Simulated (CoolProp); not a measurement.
Hexamethyldisiloxane (MM) at several states: Z from the reference equation and from simpler models built on Tc = 518.7 K, pc = 19.31 bar, ω = 0.418; each cubic takes its own stable root.

Values from CoolProp's reference Helmholtz-energy equation of state, Thol 2016.

| T (K) | p (bar) | phase | reference |
|---|---|---|---|
| 357.5 | 20.8 | liquid | 0.1625 |
| 412.7 | 7.38 | liquid | 0.05572 |
| 384.1 | 16.2 | liquid | 0.1235 |
| 346 | 0.202 | gas | 0.9839 |

### Question
How far does each simpler model (Redlich-Kwong, Soave-Redlich-Kwong) lie from the reference over these 4 states: mean and median of the absolute difference, and the worst?

### Answer
- Redlich-Kwong: mean 10.8 %, median 13.1 %, worst +16.7 % at 412.7 K and 7.38 bar
- Soave-Redlich-Kwong: mean 5.4 %, median 6.5 %, worst +8.1 % at 412.7 K and 7.38 bar
